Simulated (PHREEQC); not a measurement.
H3PO4 is added in steps, without added water, to 1 kg of water holding 0.17 mol HF, 7.2e-05 mol NaCl and 0.063 mol KCl, at 70 °C. O2 is buffered at 0.21 atm. The system is closed to CO2. The run lets Halite precipitate or redissolve, and no other solid.

Base run: PHREEQC, ion-association model, wateq4f.dat. Each further column changes one thing. The table gives H2PO4- (mol/kgw).

| H3PO4 added (mol) | base | Davies equation for every ion | all activity coefficients set to 1 | database phreeqc.dat | metal-ligand complexes left out |
|---|---|---|---|---|---|
| 0 | 0 | 0 | 0 | 0 | 0 |
| 0.025 | 0.00778 | 0.00803 | 0.00662 | 0.00756 | 0.00778 |
| 0.05625 | 0.0143 | 0.0148 | 0.0120 | 0.0141 | 0.0143 |
| 0.08125 | 0.0184 | 0.0191 | ? | 0.0182 | 0.0184 |
| 0.1125 | 0.0228 | 0.0236 | ? | 0.0225 | 0.0228 |
| 0.1375 | 0.0259 | 0.0268 | ? | 0.0256 | 0.0259 |
| 0.1688 | 0.0294 | 0.0304 | ? | 0.0291 | 0.0294 |
| 0.1938 | 0.0319 | 0.0331 | 0.0259 | 0.0317 | 0.0319 |
| 0.225 | 0.0349 | 0.0362 | ? | 0.0347 | 0.0349 |
| 0.25 | 0.0371 | 0.0385 | 0.0299 | 0.0369 | 0.0371 |

Fill in the missing entries.


- 0.08125, all activity coefficients set to 1: 0.0153
- 0.1125, all activity coefficients set to 1: 0.0187
- 0.1375, all activity coefficients set to 1: 0.0211
- 0.1688, all activity coefficients set to 1: 0.0239
- 0.225, all activity coefficients set to 1: 0.0282

wateq4f.dat counts part of the HF as a dimer, H2F2, which phreeqc.dat doesn't know; its constant is uncertain. H3PO4, which wateq4f.dat lacks, is added to it with the constant of phreeqc.dat. At this temperature some constants are extrapolated from 25 °C, and those without enthalpy data are left unchanged. phreeqc.dat and wateq4f.dat share most of their constants, so their agreement is no independent check. Solids allowed in the column 'database phreeqc.dat': Halite, Sylvite.
